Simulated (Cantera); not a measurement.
A closed system holds: 1 mol MgO, 9.1 mol Cl₂, 0.68 mol H₂, at 1.00 Torr.

Cantera equilibrium calculation (NASA polynomials, part measured and part estimated; ideal gas, pure solids and liquids). Candidate condensed phases: H₂O, Mg, MgCl₂, MgO, Mg(OH)₂; 22 gas species. Kinetics and transport are ignored.

x: gas mole fraction; n: condensed amount in mol.

| T (°C) | x Cl | x Cl₂ | x HCl | x MgCl₂ | x O₂ | x O | n MgO(s) |
|---|---|---|---|---|---|---|---|
| 850 | 0.0461 | 0.706 | 0.130 | 0.0785 | 0.0392 | [?] | 0.182 |
| 950 | 0.128 | 0.612 | 0.124 | 0.0910 | 0.0455 | [?] | 0 |
| 1050 | 0.286 | 0.475 | 0.113 | 0.0833 | 0.0416 | [?] | 0 |
| 1150 | 0.500 | 0.291 | 0.0992 | 0.0729 | 0.0364 | [?] | 0 |
| 1250 | 0.683 | 0.134 | 0.0871 | 0.0641 | 0.0320 | [?] | 0 |
| 1350 | 0.779 | 0.0512 | 0.0807 | 0.0594 | 0.0296 | [?] | 0 |
| 1450 | 0.816 | 0.0190 | 0.0782 | 0.0576 | 0.0286 | [?] | 0 |
| 1550 | 0.830 | 0.00742 | 0.0772 | 0.0569 | 0.0280 | [?] | 0 |

**Question.** Complete the blanks.

**Answer.** 
- 850, x O: 2.39e-8
- 950, x O: 2.36e-7
- 1050, x O: 1.49e-6
- 1150, x O: 7.04e-6
- 1250, x O: 2.70e-5
- 1350, x O: 8.96e-5
- 1450, x O: 0.000263
- 1550, x O: 0.000691
